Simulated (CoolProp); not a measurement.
Values from CoolProp's reference Helmholtz-energy equation of state, Zhou 2014.

Question: For cyclohexane, give the phase and the cp (kJ/(kg K)) at 208.65 °C and 0.218 bar; 254.95 °C and 4.51 bar.

Answer: 
- 208.65 °C and 0.218 bar: gas; cp 2.18
- 254.95 °C and 4.51 bar: gas; cp 2.42
